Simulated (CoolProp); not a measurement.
A simple Rankine cycle with dimethyl ether: condensing at 320.15 K, boiler at 3.72 MPa, turbine inlet 419.8 K, turbine efficiency 0.7, pump efficiency 0.8, no recuperator. Each further row changes one setting.

The numbers come from the reference Helmholtz-energy equation of state, Wu 2011 in CoolProp.

```json
[
 {"case": "as stated", "thermal efficiency (%)": "9.1", "net work (kJ/kg)": "45.0", "heat in (kJ/kg)": "494", "turbine exit temperature (K)": "365.9", "volume ratio over the turbine": "3.64"},
 {"case": "turbine inlet 439.8 K", "thermal efficiency (%)": "9.2", "net work (kJ/kg)": "49.8", "heat in (kJ/kg)": "540", "turbine exit temperature (K)": "388.4", "volume ratio over the turbine": "3.56"},
 {"case": "condensing temperature 312.15 K", "thermal efficiency (%)": "10.2", "net work (kJ/kg)": "52.7", "heat in (kJ/kg)": "514", "turbine exit temperature (K)": "358.8", "volume ratio over the turbine": "4.45"},
 {"case": "boiler pressure 2.6 MPa", "thermal efficiency (%)": "7.0", "net work (kJ/kg)": "36.2", "heat in (kJ/kg)": "519", "turbine exit temperature (K)": "384.6", "volume ratio over the turbine": "2.45"},
 {"case": "turbine efficiency 0.6", "thermal efficiency (%)": "7.6", "net work (kJ/kg)": "37.8", "heat in (kJ/kg)": "494", "turbine exit temperature (K)": "369.8", "volume ratio over the turbine": "3.70"}
]
```
